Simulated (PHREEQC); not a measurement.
Make-up at 47 °C: 0.026 mol/kgw NaOH, 3.8e-05 mol/kgw MnCl2 and 0.45 mol/kgw KBr. Closed to the air; pH follows from the charge balance.

Equilibrium calculation in PHREEQC: ion-association model, phreeqc.dat.

### Question
The ionic strength comes out as 0.476 mol/kgw. What activity coefficients do Cl-, Br-, OH-, Mn+2, Na+ get?

### Answer
Cl- 0.64, Br- 0.61, OH- 0.63, Mn+2 0.24, Na+ 0.71.

This is a speciation only: nothing precipitates in the calculation. Species that the database lacks are ignored. Away from 25 °C the constants follow the database's enthalpies or fits; those with neither stay at their 25 °C values.
